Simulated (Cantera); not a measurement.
Feed: 1 mol AlI3, 5.9 mol NH3, 1.4 mol N2, held at 1448.15 K.

Cantera equilibrium calculation (NASA polynomials, part measured and part estimated; ideal gas, pure solids and liquids). Candidate condensed phases: Al, AlI3, AlN, I2; 19 gas species. Equilibrium is a limit: real reactors are often held back by kinetics, nucleation or transport.

Question: At 0.0750 Torr, list the 4 most abundant gas species with their mole fractions, and the condensed phases.

Answer: H2 0.554, N2 0.257, I 0.153, AlI 0.0304. Condensed: AlN(s).
